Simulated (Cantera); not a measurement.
A closed system holds: 1 mol Ta, 0.52 mol CO2, held at 2375 K and 0.0570 bar.

Equilibrium computed with Cantera from the NASA thermochemical tables; the gas is ideal and each condensed phase is pure. Candidate condensed phases: C, Ta, TaC, Ta2O5; 15 gas species. Mutual solubility and eutectic melting of coexisting phases are not modelled. Condensed phases not in the tables: Ta2C, N, O or C dissolved in the metal. Equilibrium is a limit: real reactors are often held back by kinetics, nucleation or transport.

Base state: CO 0.995, TaO2 0.00288, CO2 0.00100, TaO 0.000666 (mole fractions); condensed: Ta(s) + Ta2O5(l).

Problem. What changes in the equilibrium state with this change: temperature from 2375 K to 2300 K?

Solution. 
| species | before | after |
|---|---|---|
| CO | 0.995 | 0.998 |
| TaO2 | 0.00288 | 0.00123 |
| CO2 | 0.00100 | 0.000864 |
| TaO | 0.000666 | 0.000271 |
| Ta(s), mol | 0.792 | 0.792 |
| Ta2O5(l), mol | 0.103 | 0.104 |

Problem. What changes in the equilibrium state with this change: temperature from 2375 K to 2398 K?

Solution. 
```
species          before     after
-------------  --------  --------
CO                0.995     0.994
TaO2            0.00288   0.00369
CO2             0.00100   0.00105
TaO            0.000666  0.000866
Ta(s), mol        0.792     0.792
Ta2O5(l), mol     0.103     0.103
```
